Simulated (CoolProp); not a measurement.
Vapour-liquid equilibrium of n-heptane (1) + o-xylene (2) at 5.03 bar; x and y are mole fractions of (1).

Computed with CoolProp (multi-fluid Helmholtz-energy mixture model, Span 2003 and Zhou 2012; pair parameters Bell 2016).

```csv
x,bubble temperature (°C),y at the bubble point,dew temperature at overall composition x (°C),liquid density (mol/L)
0.05,211.9,0.125,215.1,6.480
0.15,203.0,___,210.8,6.390
0.25,___,0.464,206.3,___
0.35,189.8,0.576,201.6,6.179
0.45,184.6,0.666,196.5,6.064
0.55,180.1,0.743,___,5.948
0.65,___,0.809,185.6,5.832
0.75,___,0.868,179.6,___
0.85,168.9,___,173.5,5.601
0.95,165.7,0.975,167.3,5.489
```

Task: Fill in the missing entries.

Result: 
- 0.15, y at the bubble point: 0.320
- 0.25, bubble temperature (°C): 195.8
- 0.25, liquid density (mol/L): 6.288
- 0.55, dew temperature at overall composition x (°C): 191.2
- 0.65, bubble temperature (°C): 176.1
- 0.75, bubble temperature (°C): 172.4
- 0.75, liquid density (mol/L): 5.716
- 0.85, y at the bubble point: 0.923

No azeotrope shows between x = 0.05 and 0.95.

Pair parameters are fitted to limited data, so mixtures are less certain than the pure fluids.
